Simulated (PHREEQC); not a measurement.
# Polishing slurry liquid: an equilibrium model

A solution holds 4.1 mmol/kgw TMAH and 130 mmol/kgw K2SO4, at 85 °C. Closed to the air; pH follows from the charge balance.

Computed with PHREEQC (ion-association model, wateq4f.dat).

Each row changes one thing in this solution. No solid was allowed to form.

```json
[
 {"case": "as made", "pH": "9.95", "ionic strength (mol/kgw)": "0.286", "SO4-2 (mol/kgw)": "0.0761", "KSO4- (mol/kgw)": "0.0539", "HSO4- (mol/kgw)": "1.29e-9"},
 {"case": "TMAH left out", "pH": "6.72", "ionic strength (mol/kgw)": "0.282", "SO4-2 (mol/kgw)": "0.0759", "KSO4- (mol/kgw)": "0.0541", "HSO4- (mol/kgw)": "2.17e-6"},
 {"case": "temperature from 85 to 25 °C", "pH": "11.44", "ionic strength (mol/kgw)": "0.325", "SO4-2 (mol/kgw)": "0.0954", "KSO4- (mol/kgw)": "0.0346", "HSO4- (mol/kgw)": "1.18e-11"},
 {"case": "TMAH replaced by (CH3)4NF at the same molality", "pH": "6.87", "ionic strength (mol/kgw)": "0.286", "SO4-2 (mol/kgw)": "0.0761", "KSO4- (mol/kgw)": "0.0539", "HSO4- (mol/kgw)": "1.54e-6"},
 {"case": "TMAH from 0.0041 to 0.0205 mol/kgw", "pH": "10.64", "ionic strength (mol/kgw)": "0.304", "SO4-2 (mol/kgw)": "0.0768", "KSO4- (mol/kgw)": "0.0532", "HSO4- (mol/kgw)": "2.57e-10"}
]
```

Complexes and solids missing from the database can't appear. (CH3)4N+ isn't in the database: it is added as a free cation with an ion size of 4 Å. Constants without temperature data keep their 25 °C values here.
